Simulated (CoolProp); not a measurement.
Properties of ethylene along the isobar 6.36 MPa (Tc = 282.4 K, pc = 5.042 MPa, ω = 0.087).

The numbers come from the reference Helmholtz-energy equation of state, Smukala 2000 in CoolProp.

```json
[
 {"T (K)": "275.9", "phase": "liquid", "density (kg/m³)": "368.0", "cv (kJ/(kg K))": "1.438", "isothermal compressibility (1/MPa)": "(withheld)", "expansivity (1/kK)": "10.79"},
 {"T (K)": "295.2", "phase": "supercritical", "density (kg/m³)": "192.2", "cv (kJ/(kg K))": "1.696", "isothermal compressibility (1/MPa)": "0.6804", "expansivity (1/kK)": "69.33"},
 {"T (K)": "314.6", "phase": "supercritical", "density (kg/m³)": "110.9", "cv (kJ/(kg K))": "1.504", "isothermal compressibility (1/MPa)": "0.2858", "expansivity (1/kK)": "14.14"},
 {"T (K)": "333.9", "phase": "supercritical", "density (kg/m³)": "90.08", "cv (kJ/(kg K))": "1.497", "isothermal compressibility (1/MPa)": "0.2280", "expansivity (1/kK)": "8.494"},
 {"T (K)": "353.3", "phase": "supercritical", "density (kg/m³)": "(withheld)", "cv (kJ/(kg K))": "1.527", "isothermal compressibility (1/MPa)": "0.2042", "expansivity (1/kK)": "6.292"},
 {"T (K)": "372.6", "phase": "supercritical", "density (kg/m³)": "70.17", "cv (kJ/(kg K))": "(withheld)", "isothermal compressibility (1/MPa)": "0.1911", "expansivity (1/kK)": "5.100"},
 {"T (K)": "392", "phase": "supercritical", "density (kg/m³)": "64.06", "cv (kJ/(kg K))": "1.627", "isothermal compressibility (1/MPa)": "0.1827", "expansivity (1/kK)": "4.335"},
 {"T (K)": "411.3", "phase": "supercritical", "density (kg/m³)": "59.24", "cv (kJ/(kg K))": "1.684", "isothermal compressibility (1/MPa)": "0.1770", "expansivity (1/kK)": "3.802"},
 {"T (K)": "430.7", "phase": "supercritical", "density (kg/m³)": "55.25", "cv (kJ/(kg K))": "1.743", "isothermal compressibility (1/MPa)": "0.1727", "expansivity (1/kK)": "3.402"},
 {"T (K)": "450", "phase": "supercritical", "density (kg/m³)": "51.90", "cv (kJ/(kg K))": "1.803", "isothermal compressibility (1/MPa)": "0.1696", "expansivity (1/kK)": "3.092"}
]
```

Question: Some entries are withheld; supply them.

Answer: 
- 275.9, isothermal compressibility (1/MPa): 0.03311
- 353.3, density (kg/m³): 78.24
- 372.6, cv (kJ/(kg K)): 1.573
